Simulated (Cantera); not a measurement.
Input: 1 mol CHF3, 0.1 mol F2, equilibrated at 0.100 bar.

Method: chemical equilibrium by Gibbs-energy minimisation in Cantera with the NASA 1993 tables (ideal gas, pure condensed phases). Candidate condensed phases: C, C6H6, C7H8, C8H18; 110 gas species. Ions and electrons are included (thermal ionisation). Rates play no part.

At 4500 K, list the 6 most abundant gas species with their mole fractions, and the condensed phases.

F 0.609, H 0.178, C 0.165, HF 0.0236, CF 0.0130, C2 0.00933. Condensed: gas only.
